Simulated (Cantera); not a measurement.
## Fe + HCl (chemical vapour transport)

Charge: 1 mol Fe, 0.1 mol HCl, equilibrated at 0.730 bar.

Cantera equilibrium calculation (NASA polynomials, part measured and part estimated; ideal gas, pure solids and liquids). Candidate condensed phases: Fe, FeCl2, FeCl3; 11 gas species. Mutual solubility and eutectic melting of coexisting phases are not modelled. The numbers say what is thermodynamically allowed, not how fast it happens.

```json
[
 {"T (K)": "1050", "x H2": "0.536", "x HCl": "0.388", "x FeCl2": "0.0618", "x Fe2Cl4": "0.0140", "x FeCl3": "3.90e-5", "x Cl": "4.58e-9", "x H": "6.95e-9", "x Fe2Cl6": "1.00e-9", "n Fe(α)": "0.963", "n FeCl2(l)": "0.0306", "n Fe(γ)": "0"},
 {"T (K)": "1075", "x H2": "0.474", "x HCl": "0.417", "x FeCl2": "0.0895", "x Fe2Cl4": "0.0201", "x FeCl3": "6.19e-5", "x Cl": "9.40e-9", "x H": "1.18e-8", "x Fe2Cl6": "1.76e-9", "n Fe(α)": "0.965", "n FeCl2(l)": "0.0252", "n Fe(γ)": "0"},
 {"T (K)": "1100", "x H2": "0.406", "x HCl": "0.438", "x FeCl2": "0.127", "x Fe2Cl4": "0.0283", "x FeCl3": "9.59e-5", "x Cl": "1.86e-8", "x H": "1.93e-8", "x Fe2Cl6": "3.00e-9", "n Fe(α)": "0.968", "n FeCl2(l)": "0.0178", "n Fe(γ)": "0"},
 {"T (K)": "1125", "x H2": "0.335", "x HCl": "0.449", "x FeCl2": "0.177", "x Fe2Cl4": "0.0389", "x FeCl3": "0.000145", "x Cl": "3.59e-8", "x H": "3.01e-8", "x Fe2Cl6": "4.98e-9", "n Fe(α)": "0.970", "n FeCl2(l)": "0.00708", "n Fe(γ)": "0"},
 {"T (K)": "1150", "x H2": "0.297", "x HCl": "0.446", "x FeCl2": "0.215", "x Fe2Cl4": "0.0411", "x FeCl3": "0.000179", "x Cl": "6.30e-8", "x H": "4.76e-8", "x Fe2Cl6": "5.54e-9", "n Fe(α)": "0.971", "n FeCl2(l)": "0", "n Fe(γ)": "0"},
 {"T (K)": "1175", "x H2": "0.296", "x HCl": "0.441", "x FeCl2": "0.228", "x Fe2Cl4": "0.0339", "x FeCl3": "0.000182", "x Cl": "1.02e-7", "x H": "7.81e-8", "x Fe2Cl6": "4.25e-9", "n Fe(α)": "0.971", "n FeCl2(l)": "0", "n Fe(γ)": "0"},
 {"T (K)": "1200", "x H2": "0.296", "x HCl": "0.436", "x FeCl2": "0.240", "x Fe2Cl4": "0.0278", "x FeCl3": "0.000183", "x Cl": "1.60e-7", "x H": "1.26e-7", "x Fe2Cl6": "3.24e-9", "n Fe(α)": "0", "n FeCl2(l)": "0", "n Fe(γ)": "0.971"},
 {"T (K)": "1225", "x H2": "0.297", "x HCl": "0.430", "x FeCl2": "0.251", "x Fe2Cl4": "0.0227", "x FeCl3": "0.000182", "x Cl": "2.48e-7", "x H": "1.99e-7", "x Fe2Cl6": "2.46e-9", "n Fe(α)": "0", "n FeCl2(l)": "0", "n Fe(γ)": "0.971"},
 {"T (K)": "1250", "x H2": "0.298", "x HCl": "0.423", "x FeCl2": "0.260", "x Fe2Cl4": "0.0185", "x FeCl3": "0.000181", "x Cl": "3.75e-7", "x H": "3.09e-7", "x Fe2Cl6": "1.86e-9", "n Fe(α)": "0", "n FeCl2(l)": "0", "n Fe(γ)": "0.971"},
 {"T (K)": "1275", "x H2": "0.299", "x HCl": "0.417", "x FeCl2": "0.269", "x Fe2Cl4": "0.0151", "x FeCl3": "0.000178", "x Cl": "5.59e-7", "x H": "4.72e-7", "x Fe2Cl6": "1.41e-9", "n Fe(α)": "0", "n FeCl2(l)": "0", "n Fe(γ)": "0.971"},
 {"T (K)": "1300", "x H2": "0.301", "x HCl": "0.411", "x FeCl2": "0.276", "x Fe2Cl4": "0.0123", "x FeCl3": "0.000175", "x Cl": "8.18e-7", "x H": "7.10e-7", "x Fe2Cl6": "1.07e-9", "n Fe(α)": "0", "n FeCl2(l)": "0", "n Fe(γ)": "0.970"}
]
```
x: gas mole fraction; n: condensed amount in mol.

From 1050 K to 1125 K the condensed part is Fe(α) + FeCl2(l). From 1150 K to 1175 K the condensed part is Fe(α). From 1200 K to 1300 K the condensed part is Fe(γ). The main Fe-bearing gas is FeCl2 throughout. The share of Fe in condensed phases is highest at 1050 K (99.4 %) and lowest at 1300 K (97.0 %).
